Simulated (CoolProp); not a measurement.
Vapour pressure (MPa) of R245ca: the reference equation beside estimates from Tc = 174.4 °C, pc = 3.941 MPa, ω = 0.355. Clausius-Clapeyron is anchored at 60.15 °C with a constant enthalpy of vaporisation of 24.56 kJ/mol.

Model: reference Helmholtz-energy equation of state, Zhou 2016, in CoolProp.

```csv
T (°C),reference,Lee-Kesler,Clausius-Clapeyron,van der Waals,Redlich-Kwong,Soave-Redlich-Kwong,Peng-Robinson
60.15,0.3295,0.3308,0.3295,1.075,0.5689,0.3308,0.3282
71.95,0.4610,0.4634,0.4462,1.271,0.7413,0.4643,0.4593
83.65,0.6273,0.6309,0.5908,1.486,0.9452,0.6338,0.6259
95.45,0.8372,0.8421,0.7701,1.725,1.187,0.8485,0.8371
107.25,1.096,1.102,0.9874,1.987,1.468,1.114,1.099
118.95,1.408,1.415,1.245,2.270,1.788,1.433,1.415
130.75,1.786,1.794,1.551,2.579,2.155,1.820,1.799
142.55,2.238,2.247,1.909,2.913,2.569,2.279,2.257
154.25,2.770,2.780,2.320,3.268,3.029,2.813,2.794
```

Absolute difference from the reference over all 9 rows, mean and median: Lee-Kesler 0.5 and 0.5 %, Clausius-Clapeyron 9.2 and 9.9 %, van der Waals 97.8 and 81.3 %, Redlich-Kwong 36.8 and 33.9 %, Soave-Redlich-Kwong 1.4 and 1.6 %, Peng-Robinson 0.5 and 0.4 %.
